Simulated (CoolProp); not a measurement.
Vapour-liquid equilibrium of o-xylene (1) + n-nonane (2) at 435.1 K; x and y are mole fractions of (1).

Computed with CoolProp (multi-fluid Helmholtz-energy mixture model, Zhou 2012 and Lemmon 2006; pair parameters Bell 2016).

```csv
x,bubble pressure (kPa),y at the bubble point,dew pressure at overall composition x (kPa),liquid density (mol/L)
0.05,137.3,0.065,136.8,4.751
0.125,140.6,0.156,139.5,4.884
0.2,143.7,0.242,142.2,5.023
0.275,146.5,0.322,144.9,5.170
0.35,149.1,0.398,147.5,5.324
0.425,151.4,0.471,149.9,5.486
0.5,153.3,0.540,152.2,5.657
0.575,155.0,0.607,154.2,5.837
0.65,156.4,0.674,155.9,6.028
0.725,157.4,0.740,157.2,6.231
0.8,158.1,0.807,158.0,6.445
0.875,158.4,0.876,158.4,6.672
0.95,158.2,0.949,158.2,6.914
```

y crosses x between x = 0.875 and 0.95: the model has an azeotrope there.

Pair parameters are fitted to limited data, so mixtures are less certain than the pure fluids.
